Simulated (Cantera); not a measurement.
An isothermal, constant-pressure homogeneous reactor starts with CO : O2 : H2O : N2 = 0.011 : 0.065 : 0.074 : 1 (molar parts), equivalence ratio 0.085, at 1375 K and 1650 Torr.

Cantera simulation using GRI-Mech 3.0 (53 species, 325 reactions); the numbers are that mechanism's predictions, not measurements.

**Question.** Predict: x(CO) at 200 s; x(O2) at 200 s; x(H2O) at 200 s; x(CO2) at 200 s; x(N2O) at 200 s; x(NO) at 200 s.

**Answer.** 
```
Item                                                Value
---------------  ----------------------------------------
x(CO) at 200 s    1.81e-8 (gas-phase equilibrium 1.81e-8)
x(O2) at 200 s      0.0520 (gas-phase equilibrium 0.0518)
x(H2O) at 200 s     0.0647 (gas-phase equilibrium 0.0647)
x(CO2) at 200 s   0.00961 (gas-phase equilibrium 0.00961)
x(N2O) at 200 s   3.31e-8 (gas-phase equilibrium 3.31e-8)
x(NO) at 200 s   2.90e-7 (gas-phase equilibrium 0.000330)
```
